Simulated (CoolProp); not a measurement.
Dimethyl carbonate at 390.05 K and 1.78 MPa is throttled through a valve to 0.483 MPa with no heat exchange. Each further row changes one setting.

Model: reference Helmholtz-energy equation of state, Zhou 2011, in CoolProp.

```json
[
 {"case": "as stated", "temperature change (K)": "+0.3", "final phase": "liquid", "final density (kg/m³)": "935"},
 {"case": "outlet pressure 0.145 MPa", "temperature change (K)": "-15.1", "final phase": "two-phase, vapour fraction 0.084", "final density (kg/m³)": "49.1"},
 {"case": "outlet pressure 0.628 MPa", "temperature change (K)": "+0.2", "final phase": "liquid", "final density (kg/m³)": "935"}
]
```
